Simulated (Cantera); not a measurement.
An adiabatic, constant-pressure homogeneous reactor starts with CH₄ : H₂ : O₂ : N₂ = 1 : 1.3 : 2.04 : 14.7 (molar parts), equivalence ratio 1.3, at 1750 K and 6.80 bar.

Cantera simulation using GRI-Mech 3.0 (53 species, 325 reactions); the numbers are that mechanism's predictions, not measurements.

Task: Predict: time of steepest temperature rise; temperature at 2.00 s; equilibrium temperature; x(H₂) at 2.00 s; x(O₂) at 2.00 s; x(H) at 2.00 s; x(HO₂) at 2.00 s; x(HCN) at 2.00 s.

Result: 
```json
{
 "time_of_steepest_temperature_rise": "12.1 µs",
 "temperature at 2.00 s": "2743 K",
 "equilibrium_temperature": "2743 K",
 "x(H₂) at 2.00 s": "0.0343 (gas-phase equilibrium 0.0343)",
 "x(O₂) at 2.00 s": "0.000683 (gas-phase equilibrium 0.000683)",
 "x(H) at 2.00 s": "0.00477 (gas-phase equilibrium 0.00477)",
 "x(HO₂) at 2.00 s": "6.46e-7 (gas-phase equilibrium 6.46e-7)",
 "x(HCN) at 2.00 s": "1.95e-8 (gas-phase equilibrium 1.95e-8)"
}
```
